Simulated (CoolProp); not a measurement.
Vapour-liquid equilibrium of benzene (1) + n-nonane (2) at 119.45 °C; x and y are mole fractions of (1).

Computed with CoolProp (multi-fluid Helmholtz-energy mixture model, Thol 2012 and Lemmon 2006; pair parameters Bell 2016).

| x | bubble pressure, mixture model (bar) | bubble pressure, Raoult's law (bar) | y, mixture model | y, Raoult's law |
|---|---|---|---|---|
| 0.05 | (withheld) | 0.5354 | 0.351 | 0.276 |
| 0.15 | 0.9558 | 0.7908 | 0.621 | 0.562 |
| 0.25 | (withheld) | 1.046 | 0.735 | 0.708 |
| 0.35 | 1.513 | 1.301 | 0.801 | 0.796 |
| 0.45 | 1.746 | 1.557 | 0.846 | 0.856 |
| 0.55 | (withheld) | 1.812 | 0.881 | 0.899 |
| 0.65 | 2.176 | 2.067 | 0.911 | 0.931 |
| 0.75 | 2.390 | 2.323 | 0.937 | 0.956 |
| 0.85 | 2.610 | 2.578 | 0.963 | 0.976 |
| 0.95 | 2.841 | 2.833 | 0.988 | 0.993 |

Task: Some entries are withheld; supply them.

Result: 
- 0.05, bubble pressure, mixture model (bar): 0.6061
- 0.25, bubble pressure, mixture model (bar): 1.254
- 0.55, bubble pressure, mixture model (bar): 1.964

The largest gap from Raoult's law is +20.9 % in bubble pressure, at x = 0.15. No azeotrope shows between x = 0.05 and 0.95.

The pair parameters rest on a limited set of measurements; away from them the model extrapolates.
